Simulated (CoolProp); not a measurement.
Vapour-liquid equilibrium of benzene (1) + dimethyl carbonate (2) at 315.2 K; x and y are mole fractions of (1).

The numbers come from the multi-fluid Helmholtz-energy mixture model, Thol 2012 and Zhou 2011; pair parameters Bell 2016 in CoolProp.

```tsv
x	bubble pressure, mixture model (bar)	bubble pressure, Raoult's law (bar)	y, mixture model	y, Raoult's law
0.05	0.1755	0.1696	0.107	0.078
0.125	0.1899	0.1772	0.236	0.187
0.2	0.2023	0.1847	0.338	0.287
0.275	0.2131	0.1923	0.422	0.379
0.35	0.2226	0.1998	0.495	0.464
0.425	0.2308	0.2073	0.559	0.543
0.5	0.2380	0.2149	0.617	0.617
0.575	0.2443	0.2224	0.672	0.685
0.65	0.2498	0.2299	0.726	0.749
0.725	0.2546	0.2375	0.779	0.809
0.8	0.2586	0.2450	0.834	0.866
0.875	0.2618	0.2526	0.892	0.919
0.95	0.2641	0.2601	0.955	0.968
```

The largest gap from Raoult's law is +11.4 % in bubble pressure, at x = 0.35. No azeotrope shows between x = 0.05 and 0.95.

Pair parameters are fitted to limited data, so mixtures are less certain than the pure fluids.
